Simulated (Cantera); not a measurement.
Mixture: 7.82 % CO, 6.81 % H2, 2.50 % CH4, 15.6 % O2, 58.7 % N2, 8.61 % H2O, equivalence ratio 0.79, at 5.00 bar, adiabatic and at constant volume. Ignition delay is the time to a rise of 400 K.

Computed with Cantera and GRI-Mech 3.0 (53 species, 325 reactions).

**Question.** Predict: delay at 1275 K; delay at 1350 K; delay at 1425 K; delay at 1500 K; delay at 1575 K; delay at 1650 K; apparent activation energy between 1500 and 1650 K.

**Answer.** 
| Item | Value |
|---|---|
| delay at 1275 K | 61.1 µs |
| delay at 1350 K | 29.8 µs |
| delay at 1425 K | 17.1 µs |
| delay at 1500 K | 11.0 µs |
| delay at 1575 K | 7.70 µs |
| delay at 1650 K | 5.67 µs |
| apparent activation energy between 1500 and 1650 K | 91 kJ/mol |
